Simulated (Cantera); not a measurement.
Feed: 1 mol SiH4, 0.057 mol Cl2, 4.4 mol H2, held at 83.0 mbar.

Cantera equilibrium calculation (NASA polynomials, part measured and part estimated; ideal gas, pure solids and liquids). Candidate condensed phases: Si; 19 gas species. Gases not in the tables: Si2H6 and higher silanes. Equilibrium is a limit: real reactors are often held back by kinetics, nucleation or transport.

Task: Which condensed phases are stable at each of these points (T (K)): 825, 900, 975, 1050, 1125, 1200, 1275, 1350, 1425, 1500, 1575, 1650, 1725?

Result: 
```csv
T (K),condensed phases,Si condensed (%)
825,Si(s),97.0
900,Si(s),97.3
975,Si(s),97.9
1050,Si(s),98.6
1125,Si(s),99.1
1200,Si(s),99.4
1275,Si(s),99.5
1350,Si(s),99.5
1425,Si(s),99.5
1500,Si(s),99.5
1575,Si(s),99.4
1650,Si(s),99.4
1725,Si(l),99.4
```

From 825 K to 1650 K the condensed part is Si(s). At 1725 K the condensed part is Si(l).
